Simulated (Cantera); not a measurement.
An adiabatic, constant-pressure homogeneous reactor starts with CH₄ : O₂ : N₂ : H₂O = 1 : 2.3 : 8.64 : 0.83 (molar parts), equivalence ratio 0.87, at 1050 K and 4.15 atm. Integrator tolerance rtol = 1e-08.

Computed with Cantera and GRI-Mech 3.0 (53 species, 325 reactions).

```csv
quantity,before,after
time of steepest temperature rise,92.8 ms,0.151 s
temperature at 2.00 s,2475 K,2257 K
equilibrium temperature,2475 K,2257 K
x(CH₄) at 2.00 s,<1e-12 (gas-phase equilibrium <1e-12),<1e-12 (gas-phase equilibrium <1e-12)
x(O₂) at 2.00 s,0.0231 (gas-phase equilibrium 0.0231),2.94e-5 (gas-phase equilibrium 2.94e-5)
x(H₂O) at 2.00 s,0.212 (gas-phase equilibrium 0.212),0.197 (gas-phase equilibrium 0.197)
x(O) at 2.00 s,0.000955 (gas-phase equilibrium 0.000955),1.02e-5 (gas-phase equilibrium 1.02e-5)
x(CO₂) at 2.00 s,0.0703 (gas-phase equilibrium 0.0703),0.0446 (gas-phase equilibrium 0.0446)
x(HO₂) at 2.00 s,5.33e-6 (gas-phase equilibrium 5.33e-6),1.84e-8 (gas-phase equilibrium 1.84e-8)
x(C₂H) at 2.00 s,<1e-12 (gas-phase equilibrium <1e-12),<1e-12 (gas-phase equilibrium <1e-12)
```

### Question
What was changed between the two runs?
A) initial temperature 1050 to 1100 K
B) constant volume in place of constant pressure
C) CH4 1 to 0.59 parts
D) O2 2.3 to 1.6 parts

### Answer
D, O2 2.3 to 1.6 parts
